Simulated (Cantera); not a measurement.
A perfectly stirred reactor is fed with CO : O2 : H2O : N2 = 0.0019 : 0.023 : 0.00081 : 1 (molar parts), equivalence ratio 0.041, at 7500 Torr; it is held at 1450 K, and followed from long to short residence time.

Cantera simulation using GRI-Mech 3.0 (53 species, 325 reactions); the numbers are that mechanism's predictions, not measurements.

x: mole fraction; the columns are a selection and need not sum to one.

```csv
τ (s),x CO,x O2,x H2O,x O,x H,x NO
5.8,4.05e-6,0.0215,0.000789,3.68e-7,1.07e-9,1.11e-6
1.5,1.13e-5,0.0215,0.000789,7.44e-7,3.15e-9,1.06e-6
0.38,3.20e-5,0.0215,0.000788,1.58e-6,9.82e-9,1.10e-6
0.097,8.96e-5,0.0216,0.000787,3.46e-6,3.08e-8,1.14e-6
0.025,?,0.0216,0.000785,?,?,?
0.0063,0.000588,0.0218,0.000783,1.51e-5,2.51e-7,5.53e-7
0.0016,?,0.0221,0.000781,2.46e-5,?,?
0.00042,0.00160,0.0223,0.000781,2.63e-5,5.77e-7,1.57e-8
0.00011,0.00183,0.0224,0.000787,8.17e-6,1.65e-7,1.89e-10
```

Complete the blanks.


- 0.025, x CO: 0.000241
- 0.025, x O: 7.48e-6
- 0.025, x H: 9.28e-8
- 0.025, x NO: 9.97e-7
- 0.0016, x CO: 0.00113
- 0.0016, x H: 5.01e-7
- 0.0016, x NO: 1.49e-7
